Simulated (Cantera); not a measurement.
An adiabatic, constant-pressure homogeneous reactor starts with H₂ : O₂ : N₂ = 1 : 0.238 : 0.895 (molar parts), equivalence ratio 2.1, at 1800 K and 3750 Torr.

Detailed kinetics in Cantera: GRI-Mech 3.0 (53 species, 325 reactions). The hydrogen kinetics of GRI-Mech 3.0 are dated; newer H2 mechanisms differ, most at raised pressure. Above 3000 K some thermodynamic fits are extrapolated.

x: mole fraction; the columns are a selection and need not sum to one.

```tsv
t (s)	T (K)	x H₂	x O₂	x NO	x N₂O	x NO₂	x HO₂	x H₂O
5.00e-6	2742	0.241	0.00121	6.19e-5	5.04e-8	___	2.58e-6	0.216
1.64e-5	2997	0.256	0.000439	0.000198	1.05e-7	___	1.02e-6	0.229
5.41e-5	3021	0.258	0.000373	0.000564	1.18e-7	___	8.62e-7	0.231
0.000178	3018	0.259	0.000362	0.00128	1.38e-7	___	8.39e-7	0.230
0.000585	3017	0.259	0.000358	0.00154	1.49e-7	8.11e-8	8.30e-7	0.230
0.00192	3017	0.259	0.000358	0.00154	1.49e-7	8.12e-8	8.30e-7	0.230
0.00632	3017	0.259	0.000358	0.00154	1.49e-7	8.12e-8	8.30e-7	0.230
0.0208	3017	0.259	0.000358	0.00154	1.49e-7	8.12e-8	8.30e-7	0.230
0.0684	3017	0.259	0.000358	0.00154	1.49e-7	8.12e-8	8.30e-7	0.230
0.225	3017	0.259	0.000358	0.00154	1.49e-7	8.12e-8	8.30e-7	0.230
0.740	3017	0.259	0.000358	0.00154	1.49e-7	8.12e-8	8.30e-7	0.230
2.43	3017	0.259	0.000358	0.00154	1.49e-7	8.12e-8	8.30e-7	0.230
8.00	3017	0.259	0.000358	0.00154	1.49e-7	8.12e-8	8.30e-7	0.230
```

Question: What belongs in the gaps?

Answer: 
- 5.00e-6, x NO₂: 3.09e-9
- 1.64e-5, x NO₂: 1.07e-8
- 5.41e-5, x NO₂: 3.02e-8
- 0.000178, x NO₂: 6.75e-8
